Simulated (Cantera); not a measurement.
Cantera run:

```python
import numpy as np
import cantera as ct

gas_names = """
    H HO2 H2 H2O H2O2 O OH O2 O3 Zr ZrO ZrO2
""".split()
cond_names = """
    H2O(s) H2O(L) Zr(a) Zr(b) Zr(L) ZrO2(a) ZrO2(b) ZrO2(L)
""".split()


# ... load() reads the species with a 1 bar reference pressure and builds the phases ...
atoms = {
    'Zr': {'Zr': 1},
    'H2O': {'H': 2, 'O': 1},
    'H2': {'H': 2},
}
top_T = {}  # K; cautious upper limits of use, not melting points


# ... equilibrate(T, P, feed) seeds the gas with the atoms and calls Mixture.equilibrate('TP', solver="vcs", rtol=1e-11, max_steps=5000) ...
results = []
feed = {'Zr': 1, 'H2O': 0.3, 'H2': 14}  # mol
P = 1000  # Pa
for T in [1925, 1950, 1975, 2000, 2025, 2050, 2075, 2100, 2125, 2150, 2175, 2200, 2225, 2250]:
    mix = equilibrate(T, P, feed)
    results.append((T, P, feed, dict(zip(mix.species_names, mix.species_moles))))
    x = sorted(zip(gas.X, gas.species_names), reverse=True)
    print(f"T = {T:g} K  P = {P:g} Pa  gas = {mix.phase_moles(0):.4g} mol")
    print("   x: " + "  ".join(f"{s} {v:.3e}" for v, s in x if v > 0.001))
    print("   condensed (mol): " + ("  ".join(f"{mix.phase(i).name} {mix.phase_moles(i):.4g}"
          for i in range(1, mix.n_phases) if mix.phase_moles(i) > 1e-12) or "none"))
```

It prints:

```
T = 1925 K  P = 1000 Pa  gas = 14.37 mol
   x: H2 9.905e-01  H 9.515e-03
   condensed (mol): Zr(b) 0.85  ZrO2(b) 0.15
T = 1950 K  P = 1000 Pa  gas = 14.38 mol
   x: H2 9.886e-01  H 1.140e-02
   condensed (mol): Zr(b) 0.85  ZrO2(b) 0.15
T = 1975 K  P = 1000 Pa  gas = 14.4 mol
   x: H2 9.864e-01  H 1.359e-02
   condensed (mol): Zr(b) 0.85  ZrO2(b) 0.15
T = 2000 K  P = 1000 Pa  gas = 14.42 mol
   x: H2 9.839e-01  H 1.613e-02
   condensed (mol): Zr(b) 0.85  ZrO2(b) 0.15
T = 2025 K  P = 1000 Pa  gas = 14.44 mol
   x: H2 9.809e-01  H 1.906e-02
   condensed (mol): Zr(b) 0.8499  ZrO2(b) 0.1499
T = 2050 K  P = 1000 Pa  gas = 14.46 mol
   x: H2 9.776e-01  H 2.243e-02
   condensed (mol): Zr(b) 0.8499  ZrO2(b) 0.1499
T = 2075 K  P = 1000 Pa  gas = 14.49 mol
   x: H2 9.737e-01  H 2.628e-02
   condensed (mol): Zr(b) 0.8499  ZrO2(b) 0.1498
T = 2100 K  P = 1000 Pa  gas = 14.52 mol
   x: H2 9.693e-01  H 3.068e-02
   condensed (mol): Zr(b) 0.8498  ZrO2(b) 0.1498
T = 2125 K  P = 1000 Pa  gas = 14.56 mol
   x: H2 9.643e-01  H 3.566e-02
   condensed (mol): Zr(L) 0.8497  ZrO2(b) 0.1496
T = 2150 K  P = 1000 Pa  gas = 14.6 mol
   x: H2 9.586e-01  H 4.129e-02
   condensed (mol): Zr(L) 0.8495  ZrO2(b) 0.1495
T = 2175 K  P = 1000 Pa  gas = 14.65 mol
   x: H2 9.523e-01  H 4.764e-02
   condensed (mol): Zr(L) 0.8492  ZrO2(b) 0.1492
T = 2200 K  P = 1000 Pa  gas = 14.7 mol
   x: H2 9.451e-01  H 5.475e-02
   condensed (mol): Zr(L) 0.8489  ZrO2(b) 0.1489
T = 2225 K  P = 1000 Pa  gas = 14.77 mol
   x: H2 9.371e-01  H 6.270e-02
   condensed (mol): Zr(L) 0.8484  ZrO2(b) 0.1484
T = 2250 K  P = 1000 Pa  gas = 14.84 mol
   x: H2 9.281e-01  H 7.155e-02
   condensed (mol): Zr(L) 0.8477  ZrO2(b) 0.1477
```

Cantera equilibrium calculation (NASA polynomials, part measured and part estimated; ideal gas, pure solids and liquids). Mutual solubility and eutectic melting of coexisting phases are not modelled. Condensed phases not in the tables: N, O or C dissolved in the metal.
